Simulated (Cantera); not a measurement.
What does this Cantera script print?

```python
import numpy as np
import cantera as ct

gas = ct.Solution("gri30.yaml")
gas.TPX = 1425, 53000, {'C2H6': 1, 'N2': 400}
reactor = ct.IdealGasConstPressureReactor(gas, energy="off", clone=False)
net = ct.ReactorNet([reactor])
net.rtol, net.atol = 1e-08, 1e-18
show = ['C2H6', 'H', 'C2H', 'H2', 'CH3']
times = np.geomspace(0.0002, 50, 15)

steps = ct.SolutionArray(gas, extra=["t"])
rows = []
print(f"{'t/s':>10s}{'T/K':>9s}{'P/Pa':>11s}" + "".join(f"{s:>11s}" for s in show))
for t in times:
    while net.time < t:
        t_next = net.step()
        steps.append(gas.state, t=t_next)
    rows.append([np.interp(t, steps.t, y) for y in (steps.T, steps.P, *steps(*show).X.T)])
    print(f"{t:10.3e}{rows[-1][0]:9.1f}{rows[-1][1]:11.4g}" + "".join(f"{x:11.3e}" for x in rows[-1][2:]))
rate = np.gradient(steps.T, steps.t)
print("integrator steps:", len(steps.t))
if steps.T.max() > steps.T[0] + 200:
    print(f"time of steepest temperature rise: {steps.t[rate.argmax()]:.4e} s")
gas.TPX = 1425, 53000, {'C2H6': 1, 'N2': 400}
gas.equilibrate("TP")
print(f"equilibrium (TP): T = {gas.T:.1f} K  " + "  ".join(f"{s} {gas[s].X[0]:.3e}" for s in show))
```

It prints:

```
       t/s      T/K       P/Pa       C2H6          H        C2H         H2        CH3
 2.000e-04   1425.0    5.3e+04  2.403e-03  4.925e-06  8.527e-13  3.019e-05  1.011e-04
 4.860e-04   1425.0    5.3e+04  2.134e-03  1.209e-05  1.723e-10  2.459e-04  1.493e-04
 1.181e-03   1425.0    5.3e+04  1.463e-03  1.471e-05  9.545e-10  8.822e-04  1.347e-04
 2.869e-03   1425.0    5.3e+04  5.430e-04  1.548e-05  2.843e-09  1.929e-03  7.968e-05
 6.971e-03   1425.0    5.3e+04  7.111e-05  9.907e-06  3.548e-09  2.906e-03  2.802e-05
 1.694e-02   1425.0    5.3e+04  6.544e-06  3.737e-06  1.750e-09  3.454e-03  8.848e-06
 4.116e-02   1425.0    5.3e+04  7.076e-07  1.402e-06  7.350e-10  3.766e-03  3.099e-06
 1.000e-01   1425.0    5.3e+04  1.351e-07  6.902e-07  3.860e-10  3.990e-03  1.455e-06
 2.430e-01   1425.0    5.3e+04  8.217e-08  5.783e-07  3.396e-10  4.189e-03  1.169e-06
 5.904e-01   1425.0    5.3e+04  7.713e-08  5.800e-07  3.495e-10  4.310e-03  1.139e-06
 1.435e+00   1425.0    5.3e+04  7.456e-08  5.816e-07  3.513e-10  4.334e-03  1.120e-06
 3.486e+00   1425.0    5.3e+04  6.969e-08  5.842e-07  3.523e-10  4.354e-03  1.084e-06
 8.469e+00   1425.0    5.3e+04  5.965e-08  5.899e-07  3.544e-10  4.399e-03  1.003e-06
 2.058e+01   1425.0    5.3e+04  4.269e-08  6.010e-07  3.586e-10  4.485e-03  8.495e-07
 5.000e+01   1425.0    5.3e+04  2.254e-08  6.180e-07  3.651e-10  4.614e-03  6.183e-07
integrator steps: 1217
equilibrium (TP): T = 1425.0 K  C2H6 7.213e-12  H 6.642e-07  C2H 1.651e-11  H2 4.957e-03  CH3 1.020e-08
```

Computed with Cantera and GRI-Mech 3.0 (53 species, 325 reactions). GRI-Mech 3.0 stops at C3 and has no aromatics, soot or wall deposition, so with more carbon than oxygen in the feed, carbon stays in small species such as C2H2 where larger ones or solid carbon would form.
